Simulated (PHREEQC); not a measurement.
Make-up at 32 °C: 0.0046 mol/kgw BaCl2, 4.5e-05 mol/kgw NaF and 0.065 mol/kgw NaCl. Closed to the air; pH follows from the charge balance.

Equilibrium calculation in PHREEQC: ion-association model, wateq4f.dat.

Each row changes one thing in this solution. No solid was allowed to form.

```
case                                    pH  NaF (mol/kgw)  HF (mol/kgw)  BaOH+ (mol/kgw)  SI of Halite (NaCl)  SI of BaF2 (BaF2)
------------------------------------  ----  -------------  ------------  ---------------  -------------------  -----------------
as made                               6.88        9.98e-7       7.48e-9         6.00e-10                -4.12              -5.92
diluted 100-fold with water           6.89       1.58e-10      9.59e-11         1.10e-11                    ?             -11.37
NaF from 4.5e-05 to 4.95e-05 mol/kgw  6.88        1.10e-6       8.21e-9         6.01e-10                -4.12              -5.84
temperature from 32 to 25 °C          6.99        1.00e-6       5.13e-9         7.77e-10                    ?              -5.90
BaCl2 from 0.0046 to 0.00414 mol/kgw  6.88        1.00e-6       7.49e-9         5.42e-10                -4.13              -5.96
```

Task: Some entries are withheld; supply them.

Result: 
- diluted 100-fold with water, SI of Halite (NaCl): -7.94
- temperature from 32 to 25 °C, SI of Halite (NaCl): -4.10
